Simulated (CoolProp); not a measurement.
A simple Rankine cycle with water: condensing at 295.15 K, boiler at 15.2 MPa, turbine inlet 656.3 K, turbine efficiency 0.65, pump efficiency 0.8, no recuperator. Each further row changes one setting.

Model: reference Helmholtz-energy equation of state, Wagner 2002, in CoolProp.

| case | thermal efficiency (%) | net work (kJ/kg) | heat in (kJ/kg) | turbine exit temperature (K) | volume ratio over the turbine |
|---|---|---|---|---|---|
| as stated | 27.3 | 760 | 2780 | 295.1 | 2980 |
| turbine inlet 676.3 K | 27.6 | 793 | 2870 | 295.1 | 2800 |
| condensing temperature 287.15 K | 28.0 | 789 | 2820 | 287.1 | 4780 |
| boiler pressure 10.6 MPa | 27.0 | 790 | 2920 | 295.1 | 1910 |
| turbine efficiency 0.55 | 23.0 | 640 | 2780 | 295.1 | 3160 |

The expansion ends wet for: as stated; turbine inlet 676.3 K; condensing temperature 287.15 K; boiler pressure 10.6 MPa; turbine efficiency 0.55.
